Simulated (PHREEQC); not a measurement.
Dissolve 0.0061 mol/kgw Mg(NO3)2 at 25 °C. Closed to the air; pH follows from the charge balance.

Model: ion-association model, phreeqc.dat, run in PHREEQC.

```tsv
quantity	before	after
pH	6.81	5.98
ionic strength (mol/kgw)	0.0183	0.0183
```

Name the change that produced these shifts.
A) temperature from 25 to 80 °C
B) Mg(NO3)2 from 0.0061 to 0.061 mol/kgw
C) Mg(NO3)2 replaced by Fe(NO3)3 at the same molality
D) diluted 2-fold with water

A, temperature from 25 to 80 °C

No solid was allowed to form. Away from 25 °C the constants follow the database's enthalpies or fits; those with neither stay at their 25 °C values.
